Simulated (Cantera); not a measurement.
What does this Cantera script print?

```python
import numpy as np
import cantera as ct

gas_names = [...]  # 91 gases of nasa_gas.yaml made of C, Cl, H
cond_names = """
    C(gr) C6H6(L) C7H8(L) C8H18(L),n-octa
""".split()


# ... load() reads the species with a 1 bar reference pressure and builds the phases ...
atoms = {
    'CH3Cl': {'C': 1, 'H': 3, 'CL': 1},
    'H2': {'H': 2},
}
top_T = {'C(gr)': 4500}  # K; cautious upper limits of use, not melting points


# ... equilibrate(T, P, feed) seeds the gas with the atoms and calls Mixture.equilibrate('TP', solver="vcs", rtol=1e-11, max_steps=5000) ...
results = []
feed = {'CH3Cl': 1, 'H2': 4.5}  # mol
P = 160  # Pa
for T in [1325, 1475, 1625, 1775, 1925, 2075, 2225, 2375]:
    mix = equilibrate(T, P, feed)
    results.append((T, P, feed, dict(zip(mix.species_names, mix.species_moles))))

top = {s: max(r[3][s] / sum(r[3][g] for g in gas_names) for r in results) for s in gas_names}
cols = sorted((s for s in top if top[s] > 0.0001), key=lambda s: -top[s])[:6]
seen = [c for c in cond_names if any(r[3].get(c, 0) > 1e-12 for r in results)]
print("log10 of partial pressures in bar; condensed amounts in mol")
print(f"{'T/K':>10s}" + "".join(f"{s[:9]:>10s}" for s in cols + seen))
for T, P, feed, n in results:
    ng = sum(n[g] for g in gas_names)
    print(f"{T:10.4g}" + "".join(f"{np.log10(max(n[s] / ng * P / 1e5, 1e-99)):10.3f}" for s in cols)
          + "".join(f"{n.get(c, 0):10.4g}" for c in seen))
```

Output:

```
log10 of partial pressures in bar; condensed amounts in mol
       T/K        H2         H       HCL        CL C2H2,acet     C(gr)
      1325    -2.868    -7.221    -3.609    -8.038    -8.939    0.9999
      1475    -2.869    -6.321    -3.609    -7.153    -8.045    0.9999
      1625    -2.869    -5.586    -3.610    -6.431    -7.318    0.9996
      1775    -2.872    -4.974    -3.613    -5.830    -6.718    0.9984
      1925    -2.879    -4.459    -3.623    -5.327    -6.218     0.995
      2075    -2.898    -4.023    -3.647    -4.905    -5.804    0.9867
      2225    -2.939    -3.658    -3.700    -4.558    -5.472    0.9699
      2375    -3.022    -3.362    -3.803    -4.289    -5.229    0.9405
```

Cantera equilibrium calculation (NASA polynomials, part measured and part estimated; ideal gas, pure solids and liquids).
